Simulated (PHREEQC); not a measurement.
Make-up at 50 °C: 0.00097 mol/kgw NaHCO3 and 0.029 mol/kgw NaOH. Closed to the air; pH follows from the charge balance.

All values are PHREEQC results (ion-association model, phreeqc.dat), not measurements.

This is a speciation only: nothing precipitates in the calculation.

Problem. Predict the pH, specific conductance.

Solution. pH 11.63; specific conductance 10300 µS/cm.

Problem. In which forms is C present?

Solution. CO3-2 51 %, NaCO3- 47 %, HCO3- 1.1 % of the C.

Constants without temperature data keep their 25 °C values here.
